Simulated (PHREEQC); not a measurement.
1 kg of water holding 48 mmol/kgw Na2SO4 meets 20 L of dry gas (O2 1 by moles) at fixed total pressure, at 100 °C; fugacities by Peng-Robinson. The gases take part in no redox reaction, some water evaporates into the gas, and hydrates or a liquid gas phase aren't modelled. No solid was allowed to form.

Computed with PHREEQC (ion-association model, phreeqc.dat).

| P (atm) | dissolved O2 (mol/kgw) | φ of O2 |
|---|---|---|
| 2 | 0.000744 | 1.002 |
| 5 | 0.00295 | 0.999 |
| 10 | 0.00659 | 0.998 |
| 20 | 0.0137 | 0.995 |
| 30 | 0.0207 | 0.992 |
| 40 | 0.0274 | 0.990 |
| 50 | 0.0340 | 0.987 |
| 75 | 0.0496 | 0.982 |
| 100 | 0.0643 | 0.978 |
| 150 | 0.0912 | 0.973 |
| 200 | 0.115 | 0.970 |
| 300 | 0.156 | 0.974 |
| 400 | 0.190 | 0.987 |

At this temperature some constants are extrapolated from 25 °C, and those without enthalpy data are left unchanged.
